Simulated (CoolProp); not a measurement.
R134a at several states: fugacity coefficient from the reference equation and from simpler models built on Tc = 374.2 K, pc = 4.059 MPa, ω = 0.327; each cubic takes its own stable root.

The numbers come from the reference Helmholtz-energy equation of state, Tillner-Roth 1994 in CoolProp.

| T (K) | p (MPa) | phase | reference |
|---|---|---|---|
| 299.6 | 0.0842 | gas | 0.9836 |
| 204.9 | 0.0336 | liquid | 0.2677 |
| 448.4 | 2.06 | gas | 0.9106 |
| 256.8 | 0.838 | liquid | 0.1793 |
| 254.5 | 0.0215 | gas | 0.9923 |
| 357.6 | 22.4 | liquid | 0.1731 |

**Question.** How far does each simpler model (van der Waals, Redlich-Kwong, Soave-Redlich-Kwong) lie from the reference over these 6 states: mean and median of the absolute difference, and the worst?

**Answer.** 
- van der Waals: mean 110.4 %, median 31.4 %, worst +328.4 % at 256.8 K and 0.838 MPa
- Redlich-Kwong: mean 56.3 %, median 11.0 %, worst +225.8 % at 204.9 K and 0.0336 MPa
- Soave-Redlich-Kwong: mean 3.1 %, median 0.9 %, worst +14.4 % at 357.6 K and 22.4 MPa

At some of these states van der Waals gives the other phase, because its saturation line lies elsewhere.
